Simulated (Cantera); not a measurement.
Mixture: CH₄ : O₂ : N₂ : H₂ = 1 : 3.57 : 19.3 : 0.18 (molar parts), at 5.00 bar, adiabatic and at constant volume. Ignition delay is the time to a rise of 400 K.

Computed with Cantera and GRI-Mech 3.0 (53 species, 325 reactions).

Problem. Predict: delay at 1275 K; delay at 1375 K; delay at 1475 K; delay at 1575 K; delay at 1675 K; delay at 1775 K; apparent activation energy between 1575 and 1775 K.

Solution. 
```
Quantity                                                Result
--------------------------------------------------  ----------
delay at 1275 K                                        1.10 ms
delay at 1375 K                                       0.466 ms
delay at 1475 K                                       0.205 ms
delay at 1575 K                                        95.9 µs
delay at 1675 K                                        48.4 µs
delay at 1775 K                                        26.3 µs
apparent activation energy between 1575 and 1775 K  150 kJ/mol
```
